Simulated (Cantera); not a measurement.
A perfectly stirred reactor is fed with 55.6 % H2, 9.26 % O2, 35.2 % N2, equivalence ratio 3.0, at 100.0 Torr; it is held at 1173 K, and followed from long to short residence time.

Detailed kinetics in Cantera: GRI-Mech 3.0 (53 species, 325 reactions). The temperature is held fixed by assumption; the heat of reaction is taken as removed at once.

Problem. Predict: x(H2) at τ = 3.80 s; x(O2) at τ = 3.80 s; x(HO2) at τ = 3.80 s; x(H2O) at τ = 3.80 s; x(NO) at τ = 3.80 s; x(H2) at τ = 39.0 ms; x(O2) at τ = 39.0 ms; x(HO2) at τ = 39.0 ms; x(H2O) at τ = 39.0 ms; x(NO) at τ = 39.0 ms.

Solution. 
```json
{
  "x(H2) at τ = 3.80 s": "0.407",
  "x(O2) at τ = 3.80 s": "5.42e-5",
  "x(HO2) at τ = 3.80 s": "1.16e-8",
  "x(H2O) at τ = 3.80 s": "0.204",
  "x(NO) at τ = 3.80 s": "8.82e-9",
  "x(H2) at τ = 39.0 ms": "0.395",
  "x(O2) at τ = 39.0 ms": "0.000562",
  "x(HO2) at τ = 39.0 ms": "1.19e-7",
  "x(H2O) at τ = 39.0 ms": "0.201",
  "x(NO) at τ = 39.0 ms": "8.42e-8"
}
```
